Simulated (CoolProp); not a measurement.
Properties of n-perfluorohexane at several states (Tc = 174.9 °C, pc = 1.742 MPa, ω = 0.497).

Values from CoolProp's reference Helmholtz-energy equation of state, Gao 2022.

```tsv
T (°C)	p (MPa)	phase	density (kg/m³)	cp (kJ/(kg K))	cv (kJ/(kg K))	speed of sound (m/s)	expansivity (1/kK)
-26.95	0.114	liquid	1822	0.9654	0.7732	652.9	1.512
176.45	0.242	gas	23.03	…	…	…	…
-66.65	0.0152	liquid	1932	0.9052	0.7073	755.5	1.466
```

Problem. Fill in the missing entries.

Solution. 
- 176.45, cp (kJ/(kg K)): 1.017
- 176.45, cv (kJ/(kg K)): 0.9857
- 176.45, speed of sound (m/s): 101.4
- 176.45, expansivity (1/kK): 2.663
